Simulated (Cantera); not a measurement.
# Adiabatic ignition

An adiabatic, constant-volume homogeneous reactor starts with H₂ : O₂ : N₂ = 1 : 0.781 : 2.94 (molar parts), equivalence ratio 0.64, at 1250 K and 7.11 atm.

Detailed kinetics in Cantera: the H2/O2 subset of GRI-Mech 3.0, which has no nitrogen chemistry. The hydrogen kinetics of GRI-Mech 3.0 are dated; newer H2 mechanisms differ, most at raised pressure.

| t (s) | T (K) | P (bar) | x H₂ | x O₂ | x H₂O₂ | x H₂O | x OH |
|---|---|---|---|---|---|---|---|
| 2.00e-6 | 1250 | 7.20 | 0.212 | 0.165 | 5.08e-9 | 8.14e-7 | 3.61e-8 |
| 6.78e-6 | 1257 | 7.24 | 0.211 | 0.165 | 1.32e-5 | 0.000989 | 4.57e-5 |
| 2.30e-5 | 2871 | 15.0 | 0.00642 | 0.0617 | 2.93e-6 | 0.215 | 0.0218 |
| 7.79e-5 | 2871 | 15.0 | 0.00642 | 0.0617 | 2.93e-6 | 0.215 | 0.0218 |
| 0.000264 | 2871 | 15.0 | 0.00642 | 0.0617 | 2.93e-6 | 0.215 | 0.0218 |
| 0.000894 | 2871 | 15.0 | 0.00642 | 0.0617 | 2.93e-6 | 0.215 | 0.0218 |
| 0.00303 | 2871 | 15.0 | 0.00642 | 0.0617 | 2.93e-6 | 0.215 | 0.0218 |
| 0.0103 | 2871 | 15.0 | 0.00642 | 0.0617 | 2.93e-6 | 0.215 | 0.0218 |
| 0.0348 | 2871 | 15.0 | 0.00642 | 0.0617 | 2.93e-6 | 0.215 | 0.0218 |
| 0.118 | 2871 | 15.0 | 0.00642 | 0.0617 | 2.93e-6 | 0.215 | 0.0218 |
| 0.400 | 2871 | 15.0 | 0.00642 | 0.0617 | 2.93e-6 | 0.215 | 0.0218 |
x: mole fraction; the columns are a selection and need not sum to one.

```
Item                                                                 Value
---------------------------------  ---------------------------------------
time of steepest temperature rise                                  8.65 µs
temperature at 0.400 s                                              2871 K
equilibrium temperature                                             2871 K
x(H₂) at 0.400 s                   0.00642 (gas-phase equilibrium 0.00642)
x(O₂) at 0.400 s                     0.0617 (gas-phase equilibrium 0.0617)
x(H₂O₂) at 0.400 s                 2.93e-6 (gas-phase equilibrium 2.93e-6)
```
